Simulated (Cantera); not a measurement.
A closed system holds: 1 mol TEOS, 8.7 mol N2O, 9.2 mol H2, at 133 Pa.

These are equilibrium values from Cantera (NASA tables, ideal gas, pure condensed phases), not measurements of a reactor. Candidate condensed phases: C, C6H6, C7H8, C8H18, H2O, Si, SiC, SiO2, Si2N2O, Si3N4; 151 gas species. The feed counts by its element totals alone. Equilibrium is a limit: real reactors are often held back by kinetics, nucleation or transport. All values below are at 1098 K.

Base state: H2 0.482, N2 0.242, CO 0.201, H2O 0.0532, CO2 0.0220 (mole fractions); condensed: SiO2(β-quartz).

Q: What changes in the equilibrium state with this change: H2 from 9.2 to 67 mol?

A: 
```tsv
species	before	after
H2	0.482	0.796
N2	0.242	0.0928
CO	0.201	0.0827
CO2	0.0220	0.00270
H2O	0.0532	0.0261
SiO2(β-quartz), mol	1.00	1.00
```
